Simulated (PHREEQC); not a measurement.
A column of 0.1 m (40 cells, dispersivity 0.0035 m, 60 s a shift, diffusion coefficient 3e-10 m²/s) holds 0.0061 eq of the database's cation exchanger X per kg of pore water, first in equilibrium with 0.0029 mol/kgw ZnSO4 and 1e-05 mol/kgw HCl. It is flushed with 0.00092 mol/kgw ZnCl2, 0.0014 mol/kgw MgSO4, 0.0058 mol/kgw KCl and 1e-05 mol/kgw HCl, at 25 °C. Values are for the last cell. The system is closed to CO2. No solid was allowed to form.

Base run: PHREEQC, ion-association model, phreeqc.dat. Each further column changes one thing. The table gives Mg in solution (mol/kgw).

```tsv
pore volumes	base	exchange capacity from 0.0061 to 0.0031 eq/kgw	dispersivity from 0.0035 to 0.007 m
0	0	0	0
0.3875	1.66e-11	1.35e-9	3.82e-8
0.6375	5.61e-7	6.08e-6	1.11e-5
1.012	9.03e-5	0.000265	0.000190
1.387	0.000412	0.000771	0.000511
1.637	0.000646	0.00103	0.000709
2.013	0.000944	0.00125	0.000944
2.388	0.00116	0.00135	0.00111
2.638	0.00125	0.00138	0.00119
3.013	0.00133	0.00139	0.00128
3.388	0.00137	0.00140	0.00133
3.638	0.00138	0.00140	0.00135
4.013	0.00139	0.00140	0.00137
```
